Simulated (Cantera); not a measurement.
Cantera run:

```python
import numpy as np
import cantera as ct

gas_names = """
    B BCL BCL2 BCL3 BN B2 CL CL2 N N2
""".split()
cond_names = """
    B(b) B(L) BN(s)
""".split()


# ... load() reads the species with a 1 bar reference pressure and builds the phases ...
atoms = {
    'BN': {'B': 1, 'N': 1},
    'Cl2': {'CL': 2},
    'N2': {'N': 2},
}
top_T = {'BN(s)': 3200}  # K; cautious upper limits of use, not melting points


# ... equilibrate(T, P, feed) seeds the gas with the atoms and calls Mixture.equilibrate('TP', solver="vcs", rtol=1e-11, max_steps=5000) ...
results = []
T = 1323.15  # K
P = 1333.22  # Pa
for m in [1.3, 1.7, 2.1, 2.7, 3.4, 4.3, 5.4, 6.9, 8.7, 11]:
    feed = {'BN': 1, 'Cl2': m, 'N2': 1.3}  # mol
    mix = equilibrate(T, P, feed)
    results.append((T, P, feed, dict(zip(mix.species_names, mix.species_moles))))

top = {s: max(r[3][s] / sum(r[3][g] for g in gas_names) for r in results) for s in gas_names}
cols = sorted((s for s in top if top[s] > 1e-06), key=lambda s: -top[s])[:6]
seen = [c for c in cond_names if any(r[3].get(c, 0) > 1e-12 for r in results)]
print("log10 of partial pressures in bar; condensed amounts in mol")
print(f"{'n(Cl2)':>10s}" + "".join(f"{s[:9]:>10s}" for s in cols + seen))
for T, P, feed, n in results:
    ng = sum(n[g] for g in gas_names)
    print(f"{feed['Cl2']:10.4g}" + "".join(f"{np.log10(max(n[s] / ng * P / 1e5, 1e-99)):10.3f}" for s in cols)
          + "".join(f"{n.get(c, 0):10.4g}" for c in seen))
```

Result:

```
log10 of partial pressures in bar; condensed amounts in mol
    n(Cl2)       CL2        N2      BCL3        CL      BCL2     BN(s)
       1.3    -7.564    -2.051    -2.352    -5.600    -6.474    0.1335
       1.7    -3.169    -2.103    -2.359    -3.403    -8.678         0
       2.1    -2.708    -2.162    -2.418    -3.172    -8.967         0
       2.7    -2.466    -2.237    -2.492    -3.051    -9.162         0
       3.4    -2.332    -2.309    -2.564    -2.984    -9.302         0
       4.3    -2.237    -2.387    -2.643    -2.937    -9.428         0
       5.4    -2.169    -2.467    -2.722    -2.903    -9.541         0
       6.9    -2.115    -2.556    -2.811    -2.876    -9.657         0
       8.7    -2.076    -2.643    -2.898    -2.856    -9.764         0
        11    -2.045    -2.734    -2.989    -2.841    -9.870         0
```

Equilibrium computed with Cantera from the NASA thermochemical tables; the gas is ideal and each condensed phase is pure. The tables' values for BCl2 are old estimates; treat these amounts as uncertain.
